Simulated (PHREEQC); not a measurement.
A solution holds 0.06 mol/kgw CsOH, 0.00029 mol/kgw K2SiO3 and 0.00026 mol/kgw (CH3)4NCl, at 20 °C. Closed to the air; pH follows from the charge balance.

Computed with PHREEQC (ion-association model, wateq4f.dat).

Each row changes one thing in this solution. No solid was allowed to form.

| case | pH | ionic strength (mol/kgw) | H3SiO4- (mol/kgw) | H2SiO4-2 (mol/kgw) | H4SiO4 (mol/kgw) | SI of Quartz (SiO2) |
|---|---|---|---|---|---|---|
| as made | 12.85 | 0.0609 | 0.000179 | 0.000111 | 1.63e-7 | -2.73 |
| (CH3)4NCl from 0.00026 to 2.6e-05 mol/kgw | 12.85 | 0.0607 | 0.000179 | 0.000111 | 1.63e-7 | -2.73 |
| 0.013 mol/kgw NH4HCO3 added | 12.60 | 0.0739 | 0.000213 | 7.66e-5 | 3.39e-7 | -2.41 |
| temperature from 20 to 90 °C | 11.10 | 0.0609 | 0.000222 | ? | 1.97e-6 | -2.50 |
| (CH3)4NCl from 0.00026 to 0.000234 mol/kgw | 12.85 | 0.0609 | 0.000179 | 0.000111 | 1.63e-7 | -2.73 |
| CsOH replaced by Cs2CO3 at the same molality | 11.43 | 0.179 | ? | 8.02e-6 | 5.90e-6 | -1.15 |
| CsOH left out | 10.67 | 0.000841 | 0.000248 | 6.26e-7 | 4.13e-5 | -0.33 |
| (CH3)4NCl left out | 12.85 | 0.0607 | 0.000179 | 0.000111 | 1.63e-7 | -2.73 |
| 0.00083 mol/kgw NaOH added | 12.86 | ? | 0.000178 | 0.000112 | 1.59e-7 | -2.73 |

Q: Some entries are withheld; supply them.

A: 
- temperature from 20 to 90 °C, H2SiO4-2 (mol/kgw): 6.62e-5
- CsOH replaced by Cs2CO3 at the same molality, H3SiO4- (mol/kgw): 0.000276
- 0.00083 mol/kgw NaOH added, ionic strength (mol/kgw): 0.0618

Carbamate, which ammonia and carbonate form, is missing from the database. (CH3)4N+ isn't in the database: it is added as a free cation with an ion size of 4 Å. Constants without temperature data keep their 25 °C values here.
